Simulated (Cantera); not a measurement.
Charge: 1 mol Fe(CO)5, 0.04 mol O2, a varied amount of H2, held at 1252 °C and 0.120 bar.

Equilibrium computed with Cantera from the NASA thermochemical tables; the gas is ideal and each condensed phase is pure. Candidate condensed phases: C, C6H6, C7H8, C8H18, Fe, Fe(CO)5, FeO, Fe(OH)2, Fe(OH)3, Fe2O3, Fe3O4, H2O; 114 gas species. Kinetics and transport are ignored.

x: gas mole fraction; n: condensed amount in mol.

```csv
n(H2) (mol),x CO,x H2,x CO2,x H2O,x H,n Fe(γ)
0.14,0.958,0.0262,0.0145,0.00107,(withheld),1.000
0.24,0.941,0.0441,0.0136,0.00171,(withheld),1.000
0.4,0.914,0.0715,0.0122,0.00258,(withheld),1.000
0.68,0.870,0.116,0.0104,0.00372,(withheld),1.000
1.2,0.799,0.189,0.00789,0.00501,(withheld),1.000
2,0.709,0.280,0.00554,0.00589,(withheld),1.000
3.3,0.599,0.391,0.00349,0.00615,(withheld),1.000
5.7,0.465,0.527,0.00185,0.00563,(withheld),1.000
9.7,0.339,0.655,0.000878,0.00457,5.53e-5,1.000
16,0.238,0.758,0.000397,0.00341,5.95e-5,1.000
28,0.151,0.846,0.000151,0.00227,6.28e-5,1.000
47,0.0961,0.902,5.86e-5,0.00148,6.49e-5,1.000
80,0.0588,0.940,2.14e-5,0.000922,6.62e-5,1.000
```

### Question
What belongs in the gaps?

### Answer

- 0.14, x H: 1.10e-5
- 0.24, x H: 1.43e-5
- 0.4, x H: 1.83e-5
- 0.68, x H: 2.33e-5
- 1.2, x H: 2.97e-5
- 2, x H: 3.61e-5
- 3.3, x H: 4.27e-5
- 5.7, x H: 4.96e-5
